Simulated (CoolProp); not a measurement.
Properties of dimethyl ether along the isobar 87.8 bar.

The numbers come from the reference Helmholtz-energy equation of state, Wu 2011 in CoolProp.

```json
[
 {"T (°C)": "10.05", "phase": "liquid", "density (kg/m³)": "698.1", "cp (kJ/(kg K))": "2.305", "speed of sound (m/s)": "1026", "Joule-Thomson coefficient (K/MPa)": "-0.2701", "fugacity coefficient": "0.04969"},
 {"T (°C)": "30.15", "phase": "liquid", "density (kg/m³)": "669.2", "cp (kJ/(kg K))": "2.381", "speed of sound (m/s)": "923.9", "Joule-Thomson coefficient (K/MPa)": "___", "fugacity coefficient": "0.08613"},
 {"T (°C)": "50.35", "phase": "liquid", "density (kg/m³)": "638.0", "cp (kJ/(kg K))": "2.476", "speed of sound (m/s)": "820.7", "Joule-Thomson coefficient (K/MPa)": "-0.1169", "fugacity coefficient": "0.1368"},
 {"T (°C)": "70.45", "phase": "liquid", "density (kg/m³)": "604.0", "cp (kJ/(kg K))": "2.599", "speed of sound (m/s)": "715.2", "Joule-Thomson coefficient (K/MPa)": "0.01096", "fugacity coefficient": "0.2013"},
 {"T (°C)": "90.65", "phase": "liquid", "density (kg/m³)": "565.3", "cp (kJ/(kg K))": "2.772", "speed of sound (m/s)": "604.6", "Joule-Thomson coefficient (K/MPa)": "0.2144", "fugacity coefficient": "0.2790"},
 {"T (°C)": "110.75", "phase": "liquid", "density (kg/m³)": "518.9", "cp (kJ/(kg K))": "3.047", "speed of sound (m/s)": "487.2", "Joule-Thomson coefficient (K/MPa)": "0.5809", "fugacity coefficient": "0.3663"},
 {"T (°C)": "130.95", "phase": "supercritical", "density (kg/m³)": "456.7", "cp (kJ/(kg K))": "3.604", "speed of sound (m/s)": "360.8", "Joule-Thomson coefficient (K/MPa)": "1.399", "fugacity coefficient": "0.4593"},
 {"T (°C)": "151.05", "phase": "supercritical", "density (kg/m³)": "___", "cp (kJ/(kg K))": "5.042", "speed of sound (m/s)": "241.9", "Joule-Thomson coefficient (K/MPa)": "3.691", "fugacity coefficient": "0.5490"},
 {"T (°C)": "171.25", "phase": "supercritical", "density (kg/m³)": "233.3", "cp (kJ/(kg K))": "4.650", "speed of sound (m/s)": "207.5", "Joule-Thomson coefficient (K/MPa)": "___", "fugacity coefficient": "___"},
 {"T (°C)": "191.35", "phase": "supercritical", "density (kg/m³)": "177.9", "cp (kJ/(kg K))": "3.379", "speed of sound (m/s)": "225.1", "Joule-Thomson coefficient (K/MPa)": "6.210", "fugacity coefficient": "0.6772"},
 {"T (°C)": "211.55", "phase": "supercritical", "density (kg/m³)": "150.2", "cp (kJ/(kg K))": "2.907", "speed of sound (m/s)": "243.2", "Joule-Thomson coefficient (K/MPa)": "5.467", "fugacity coefficient": "0.7206"},
 {"T (°C)": "231.65", "phase": "supercritical", "density (kg/m³)": "132.8", "cp (kJ/(kg K))": "2.697", "speed of sound (m/s)": "259.1", "Joule-Thomson coefficient (K/MPa)": "4.769", "fugacity coefficient": "0.7562"},
 {"T (°C)": "251.85", "phase": "supercritical", "density (kg/m³)": "120.5", "cp (kJ/(kg K))": "2.596", "speed of sound (m/s)": "273.1", "Joule-Thomson coefficient (K/MPa)": "4.174", "fugacity coefficient": "0.7862"}
]
```

**Question.** Complete the blanks.

**Answer.** 
- 30.15, Joule-Thomson coefficient (K/MPa): -0.2056
- 151.05, density (kg/m³): 357.5
- 171.25, Joule-Thomson coefficient (K/MPa): 6.486
- 171.25, fugacity coefficient: 0.6227

The peak of cp marks the crossing from liquid-like to gas-like fluid above the critical point.
